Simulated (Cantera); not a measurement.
**SiH2Cl2 + N2 (silicon epitaxy and polysilicon growth)**

Input: 1 mol SiH2Cl2, 51 mol N2, equilibrated at 0.0133 bar.

Method: chemical equilibrium by Gibbs-energy minimisation in Cantera with the NASA 1993 tables (ideal gas, pure condensed phases). Candidate condensed phases: NH4Cl, Si, Si3N4; 28 gas species. N2 is the only nitrogen source here; it is nearly inert below about 1500 K, so the nitride shown seldom forms there in practice. The tables' values for SiCl3 are old estimates; treat these amounts as uncertain. Rates play no part.

```json
[
 {"T (K)": "948", "log p N2": "-1.89", "log p HCl": "-3.42", "log p H2": "-4.18", "log p SiCl2": "-9.12", "n Si3N4(s)": "0.290"},
 {"T (K)": "998", "log p N2": "-1.89", "log p HCl": "-3.41", "log p H2": "-4.20", "log p SiCl2": "-8.35", "n Si3N4(s)": "0.292"},
 {"T (K)": "1048", "log p N2": "-1.89", "log p HCl": "-3.41", "log p H2": "-4.22", "log p SiCl2": "-7.66", "n Si3N4(s)": "0.294"},
 {"T (K)": "1098", "log p N2": "-1.89", "log p HCl": "-3.40", "log p H2": "-4.24", "log p SiCl2": "-7.03", "n Si3N4(s)": "0.296"},
 {"T (K)": "1148", "log p N2": "-1.89", "log p HCl": "-3.40", "log p H2": "-4.25", "log p SiCl2": "-6.46", "n Si3N4(s)": "0.296"},
 {"T (K)": "1198", "log p N2": "-1.89", "log p HCl": "-3.40", "log p H2": "-4.27", "log p SiCl2": "-5.94", "n Si3N4(s)": "0.296"},
 {"T (K)": "1248", "log p N2": "-1.89", "log p HCl": "-3.40", "log p H2": "-4.27", "log p SiCl2": "-5.48", "n Si3N4(s)": "0.295"},
 {"T (K)": "1298", "log p N2": "-1.89", "log p HCl": "-3.40", "log p H2": "-4.26", "log p SiCl2": "-5.07", "n Si3N4(s)": "0.290"},
 {"T (K)": "1348", "log p N2": "-1.89", "log p HCl": "-3.41", "log p H2": "-4.23", "log p SiCl2": "-4.72", "n Si3N4(s)": "0.280"},
 {"T (K)": "1398", "log p N2": "-1.89", "log p HCl": "-3.42", "log p H2": "-4.18", "log p SiCl2": "-4.44", "n Si3N4(s)": "0.264"},
 {"T (K)": "1448", "log p N2": "-1.89", "log p HCl": "-3.45", "log p H2": "-4.11", "log p SiCl2": "-4.24", "n Si3N4(s)": "0.242"},
 {"T (K)": "1498", "log p N2": "-1.89", "log p HCl": "-3.50", "log p H2": "-4.03", "log p SiCl2": "-4.09", "n Si3N4(s)": "0.216"},
 {"T (K)": "1548", "log p N2": "-1.89", "log p HCl": "-3.55", "log p H2": "-3.95", "log p SiCl2": "-3.99", "n Si3N4(s)": "0.190"},
 {"T (K)": "1598", "log p N2": "-1.89", "log p HCl": "-3.61", "log p H2": "-3.88", "log p SiCl2": "-3.90", "n Si3N4(s)": "0.164"}
]
```
log p: log10 of the partial pressure in bar; n: condensed amount in mol.

From 948 K to 1598 K the condensed part is Si3N4(s). The main Si-bearing gas is SiCl4 at 948 K and SiCl2 at 1598 K.
